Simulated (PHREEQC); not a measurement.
Spent oxide etchant (model solution)

Consider water at 25 °C with 12 mmol/kgw NH4HF2, 120 mmol/kgw (NH4)2SiF6 and 1.2 mmol/kgw HCl. Closed to the air; pH follows from the charge balance.

Equilibrium calculation in PHREEQC: ion-association model, phreeqc.dat.

Each row changes one thing in this solution. Precipitation was switched off in this run.

```csv
case,pH,ionic strength (mol/kgw),F- (mol/kgw),HF (mol/kgw),HF2- (mol/kgw),NH3 (mol/kgw)
as made,2.97,0.373,0.0117,0.0113,0.000497,7.62e-8
diluted 100-fold with water,3.25,0.00390,0.00155,0.00122,7.26e-6,2.37e-9
0.0071 mol/kgw NaHCO3 added,3.48,0.380,0.0179,0.00533,0.000359,2.46e-7
0.0062 mol/kgw H3PO4 added,2.67,0.375,0.00793,0.0152,0.000452,3.85e-8
NH4HF2 left out,2.87,0.361,0.00208,0.00255,1.99e-5,5.81e-8
(NH4)2SiF6 left out,3.10,0.0129,0.0112,0.0118,0.000507,(withheld)
(NH4)2SiF6 replaced by NH4HSO4 at the same molality,1.41,0.206,0.000599,0.0233,(withheld),1.10e-9
diluted 10-fold with water,3.20,0.0376,0.00246,0.00191,1.81e-5,1.86e-8
```

Task: What belongs in the gaps?

Result: 
- (NH4)2SiF6 left out, NH3 (mol/kgw): 7.59e-9
- (NH4)2SiF6 replaced by NH4HSO4 at the same molality, HF2- (mol/kgw): 5.31e-5

Some of these states are supersaturated (in Quartz (slow to form), Chalcedony (slow to form), for instance). SiF6-2 is the database's only silicon fluoride.
